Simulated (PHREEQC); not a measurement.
Make-up at 20 °C: 0.0072 mol KOH and 0.0041 mol K2SiO3 per kg of water. Closed to the air; pH follows from the charge balance.

Computed with PHREEQC (ion-association model, phreeqc.dat).

This is a speciation only: nothing precipitates in the calculation.

Q: What pH, ionic strength does the model give?

A: pH 12.15; ionic strength 0.0158 mol/kgw.

Q: In which forms is Si present?

A: H3SiO4- 91 %, H2SiO4-2 8.8 % of the Si.

Species that the database lacks are ignored.
